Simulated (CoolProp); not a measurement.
Vapour-liquid equilibrium of propylene (1) + R125 (2) at 0.00886 MPa; x and y are mole fractions of (1).

Computed with CoolProp (multi-fluid Helmholtz-energy mixture model, Lemmon 2013 and Lemmon 2005; pair parameters Bell 2016).

Problem. Give the bubble temperature and the first vapour's composition at x = 0.25, 0.35, 0.45. Is there an azeotrope?

Solution. x = 0.25: 179.4 K, y = 0.495; x = 0.35: 179.0 K, y = 0.531; x = 0.45: 178.9 K, y = 0.549. y crosses x between x = 0.55 and 0.65: the model has an azeotrope there.

The pair parameters rest on a limited set of measurements; away from them the model extrapolates.
